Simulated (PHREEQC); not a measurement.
# Copper plating or etch bath (model solution)

A solution holds 0.0086 mol CuSO4, 0.0039 mol HNO3 and 0.0013 mol Na2SO4 per kg of water, at 25 °C. Closed to the air; pH follows from the charge balance.

All values are PHREEQC results (ion-association model, phreeqc.dat), not measurements.

Each row changes one thing in this solution. Precipitation was switched off in this run.

```json
[
 {"case": "as made", "pH": "2.60", "ionic strength (mol/kgw)": "0.0307", "SO4-2 (mol/kgw)": "0.00651", "Cu+2 (mol/kgw)": "0.00625", "CuSO4 (mol/kgw)": "0.00235", "HSO4- (mol/kgw)": "0.000995"},
 {"case": "Na2SO4 replaced by NaHF2 at the same molality", "pH": "?", "ionic strength (mol/kgw)": "0.0287", "SO4-2 (mol/kgw)": "0.00565", "Cu+2 (mol/kgw)": "0.00640", "CuSO4 (mol/kgw)": "0.00216", "HSO4- (mol/kgw)": "0.000769"},
 {"case": "temperature from 25 to 20 °C", "pH": "2.59", "ionic strength (mol/kgw)": "0.0309", "SO4-2 (mol/kgw)": "0.00660", "Cu+2 (mol/kgw)": "0.00627", "CuSO4 (mol/kgw)": "0.00233", "HSO4- (mol/kgw)": "0.000930"},
 {"case": "Na2SO4 from 0.0013 to 0.00013 mol/kgw", "pH": "?", "ionic strength (mol/kgw)": "0.0281", "SO4-2 (mol/kgw)": "0.00564", "Cu+2 (mol/kgw)": "0.00642", "CuSO4 (mol/kgw)": "0.00218", "HSO4- (mol/kgw)": "0.000906"},
 {"case": "CuSO4 from 0.0086 to 0.0172 mol/kgw", "pH": "?", "ionic strength (mol/kgw)": "0.0507", "SO4-2 (mol/kgw)": "0.0113", "Cu+2 (mol/kgw)": "0.0114", "CuSO4 (mol/kgw)": "0.00577", "HSO4- (mol/kgw)": "0.00135"},
 {"case": "diluted 2-fold with water", "pH": "?", "ionic strength (mol/kgw)": "0.0166", "SO4-2 (mol/kgw)": "0.00365", "Cu+2 (mol/kgw)": "0.00337", "CuSO4 (mol/kgw)": "0.000934", "HSO4- (mol/kgw)": "0.000350"},
 {"case": "0.0011 mol/kgw Cu(NO3)2 added", "pH": "2.59", "ionic strength (mol/kgw)": "0.0334", "SO4-2 (mol/kgw)": "0.00636", "Cu+2 (mol/kgw)": "0.00717", "CuSO4 (mol/kgw)": "0.00253", "HSO4- (mol/kgw)": "0.000964"}
]
```

Task: Complete the blanks.

Result: 
- Na2SO4 replaced by NaHF2 at the same molality, pH: 2.65
- Na2SO4 from 0.0013 to 0.00013 mol/kgw, pH: 2.58
- CuSO4 from 0.0086 to 0.0172 mol/kgw, pH: 2.66
- diluted 2-fold with water, pH: 2.84
